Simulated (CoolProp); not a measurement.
2000 sccm (0 °C, 1 atm) of nitrogen bubbles through liquid decamethylcyclopentasiloxane (D5) at 344.6 K and leaves saturated at a total pressure of 0.0105 MPa (ideal gas phase). Each further row changes one setting.

Computed with CoolProp (reference Helmholtz-energy equation of state, Thol 2019).

```
case                      vapour pressure (kPa)  mole fraction of vapour  delivery (mg/min)  delivery (sccm)  change of delivery for a bath 1 K warmer (%)
------------------------  ---------------------  -----------------------  -----------------  ---------------  --------------------------------------------
as stated                                 0.551                   0.0524               1830              111                                    (withheld)
bath temperature 349.6 K                  0.736               (withheld)               2490       (withheld)                                           6.3
total pressure 0.021 MPa                  0.551                   0.0262                891             53.9                                           6.2
```

**Question.** Some entries are withheld; supply them.

**Answer.** 
- as stated, change of delivery for a bath 1 K warmer (%): 6.4
- bath temperature 349.6 K, mole fraction of vapour: 0.0701
- bath temperature 349.6 K, delivery (sccm): 151
